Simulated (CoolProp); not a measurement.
Computed with CoolProp (reference Helmholtz-energy equation of state, Lemmon 2013).

Give the vapour pressure (MPa), enthalpy of vaporisation (kJ/kg), surface tension (mN/m) of saturated propylene at 308.8 K.


```csv
T (K),p (MPa),enthalpy of vaporisation (kJ/kg),surface tension (mN/m)
308.8,1.49,313,5.65
```

Surface tension comes from a separate correlation (Mulero 2012).
